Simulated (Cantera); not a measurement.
Input: 1 mol borazine, 0.49 mol O2, equilibrated at 3.30 mbar.

Cantera equilibrium calculation (NASA polynomials, part measured and part estimated; ideal gas, pure solids and liquids). Candidate condensed phases: B, BN, B2O3, B3O3H3, H2O; 39 gas species. The feed counts by its element totals alone. Mutual solubility and eutectic melting of coexisting phases are not modelled. Equilibrium is a limit: real reactors are often held back by kinetics, nucleation or transport.

Task: What share of the B ends up in condensed phases as a function of T (K), at 948, 1048, 1148, 1248, 1348, 1448, 1548, 1648, 1748, 1848, 1948, 2048, 2148, 2248?

Result: 
```tsv
T (K)	B condensed (%)	as
948	100.0	BN(s) + B2O3(l)
1048	100.0	BN(s) + B2O3(l)
1148	100.0	BN(s) + B2O3(l)
1248	99.9	BN(s) + B2O3(l)
1348	99.6	BN(s) + B2O3(l)
1448	98.4	BN(s) + B2O3(l)
1548	91.7	BN(s) + B2O3(l)
1648	75.1	BN(s)
1748	71.7	BN(s)
1848	68.9	BN(s)
1948	67.7	BN(s)
2048	67.3	BN(s)
2148	66.9	B(s) + BN(s)
2248	66.4	B(s)
```
